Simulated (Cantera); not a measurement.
Feed: 1 mol SiC, 0.76 mol H₂O, 240 mol H₂, equilibrated at 1652 °C and 67.0 Pa.

Cantera equilibrium calculation (NASA polynomials, part measured and part estimated; ideal gas, pure solids and liquids). Candidate condensed phases: C, C₆H₆, C₇H₈, C₈H₁₈, H₂O, Si, SiC, SiO₂; 123 gas species. Rates play no part.

Question: What is the equilibrium state?

Answer: 
```
Item                                       Result
--------------------------------------  ---------
x(H₂)                                       0.958
x(H)                                       0.0361
x(CO)                                     0.00293
x(Si)                                     0.00279
x(SiO)                                   0.000155
x(C₂H₂ (acetylene))                       6.43e-5
x(SiH)                                    5.75e-5
x(Si₂C)                                   5.49e-5
x(SiC₂)                                   1.18e-5
n(SiC(s))                               0.227 mol
gas amount                              246.7 mol
log10 activity of C(graphite) (absent)      -0.42
log10 activity of Si(l) (absent)            -0.97
```
